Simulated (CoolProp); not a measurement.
Methane at several states: fugacity coefficient from the reference equation and from simpler models built on Tc = 190.6 K, pc = 4.599 MPa, ω = 0.011; each cubic takes its own stable root.

Computed with CoolProp (reference Helmholtz-energy equation of state, Setzmann 1991).

```json
[
 {"T (K)": "147.7", "p (MPa)": "5.02", "phase": "liquid", "reference": "0.1850"},
 {"T (K)": "432.5", "p (MPa)": "0.0548", "phase": "gas", "reference": "0.9998"},
 {"T (K)": "102", "p (MPa)": "0.855", "phase": "liquid", "reference": "0.05011"},
 {"T (K)": "574.1", "p (MPa)": "2.48", "phase": "gas", "reference": "1.003"}
]
```

Q: How far does each simpler model (van der Waals, Redlich-Kwong, Soave-Redlich-Kwong, Peng-Robinson) lie from the reference over these 4 states: mean and median of the absolute difference, and the worst?

A: 
- van der Waals: mean 105.4 %, median 30.7 %, worst +360.2 % at 102 K and 0.855 MPa
- Redlich-Kwong: mean 10.5 %, median 1.4 %, worst -39.1 % at 102 K and 0.855 MPa
- Soave-Redlich-Kwong: mean 1.6 %, median 1.0 %, worst -4.4 % at 102 K and 0.855 MPa
- Peng-Robinson: mean 0.6 %, median 0.6 %, worst -1.3 % at 147.7 K and 5.02 MPa
